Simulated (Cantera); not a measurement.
An adiabatic, constant-volume homogeneous reactor starts with CH4 : C2H6 : O2 : N2 = 1 : 0.11 : 0.994 : 3.74 (molar parts), equivalence ratio 2.4, at 1175 K and 21.0 bar. Integrator tolerance rtol = 1e-08.

Computed with Cantera and GRI-Mech 3.0 (53 species, 325 reactions). The pressure lies above the range GRI-Mech 3.0 was tuned for (to about 10 atm).

What does this change do: initial temperature 1175 to 1698 K?


| quantity | before | after |
|---|---|---|
| time of steepest temperature rise | 0.597 ms | 8.29 µs |
| temperature at 0.100 s | 2354 K | 2827 K |
| equilibrium temperature | 2354 K | 2827 K |
| x(CH4) at 0.100 s | 3.23e-7 (gas-phase equilibrium 3.55e-7) | 3.41e-8 (gas-phase equilibrium 3.81e-8) |
| x(C2H6) at 0.100 s | <1e-12 (gas-phase equilibrium <1e-12) | <1e-12 (gas-phase equilibrium <1e-12) |
| x(O2) at 0.100 s | 2.64e-8 (gas-phase equilibrium 2.64e-8) | 2.48e-6 (gas-phase equilibrium 2.48e-6) |
| x(C2H4) at 0.100 s | 8.18e-12 (gas-phase equilibrium 9.02e-12) | <1e-12 (gas-phase equilibrium <1e-12) |
| x(NO2) at 0.100 s | 1.35e-11 (gas-phase equilibrium 1.35e-11) | 1.59e-9 (gas-phase equilibrium 1.59e-9) |
| x(HO2) at 0.100 s | 1.66e-10 (gas-phase equilibrium 1.66e-10) | 1.53e-8 (gas-phase equilibrium 1.53e-8) |
| x(C2H2) at 0.100 s | 5.52e-10 (gas-phase equilibrium 6.08e-10) | 2.61e-10 (gas-phase equilibrium 2.89e-10) |

What does this change do: 0.069 parts H2 added?


| quantity | before | after |
|---|---|---|
| time of steepest temperature rise | 0.597 ms | 0.468 ms |
| temperature at 0.100 s | 2354 K | 2344 K |
| equilibrium temperature | 2354 K | 2344 K |
| x(CH4) at 0.100 s | 3.23e-7 (gas-phase equilibrium 3.55e-7) | 3.65e-7 (gas-phase equilibrium 4.01e-7) |
| x(C2H6) at 0.100 s | <1e-12 (gas-phase equilibrium <1e-12) | <1e-12 (gas-phase equilibrium <1e-12) |
| x(O2) at 0.100 s | 2.64e-8 (gas-phase equilibrium 2.64e-8) | 2.23e-8 (gas-phase equilibrium 2.23e-8) |
| x(C2H4) at 0.100 s | 8.18e-12 (gas-phase equilibrium 9.02e-12) | 9.46e-12 (gas-phase equilibrium 1.04e-11) |
| x(NO2) at 0.100 s | 1.35e-11 (gas-phase equilibrium 1.35e-11) | 1.12e-11 (gas-phase equilibrium 1.12e-11) |
| x(HO2) at 0.100 s | 1.66e-10 (gas-phase equilibrium 1.66e-10) | 1.42e-10 (gas-phase equilibrium 1.42e-10) |
| x(C2H2) at 0.100 s | 5.52e-10 (gas-phase equilibrium 6.08e-10) | 6.00e-10 (gas-phase equilibrium 6.61e-10) |
